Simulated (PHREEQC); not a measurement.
Dissolve 150 mmol/kgw HF, 140 mmol/kgw NaF and 0.76 mmol/kgw (NH4)2SiF6 at 84 °C. Closed to the air; pH follows from the charge balance.

Equilibrium calculation in PHREEQC: ion-association model, phreeqc.dat.

```json
[
 {"quantity": "pH", "before": "3.47", "after": "3.52"},
 {"quantity": "ionic strength (mol/kgw)", "before": "0.139", "after": "0.139"},
 {"quantity": "HF (mol/kgw)", "before": "0.107", "after": "0.108"},
 {"quantity": "F- (mol/kgw)", "before": "0.0942", "after": "0.0947"},
 {"quantity": "HF2- (mol/kgw)", "before": "0.0425", "after": "0.0419"},
 {"quantity": "NH3 (mol/kgw)", "before": "5.31e-8", "after": "7.95e-8"},
 {"quantity": "SI of Quartz (SiO2)", "before": "-7.70", "after": "-7.38"}
]
```

**Question.** Which change was made?
A. diluted 10-fold with water
B. (NH4)2SiF6 from 0.00076 to 0.000836 mol/kgw
C. HF from 0.15 to 0.165 mol/kgw
D. temperature from 84 to 90 °C
E. NaF left out

**Answer.** D, temperature from 84 to 90 °C

No solid was allowed to form. At this temperature some constants are extrapolated from 25 °C, and those without enthalpy data are left unchanged. SiF6-2 is the database's only silicon fluoride.
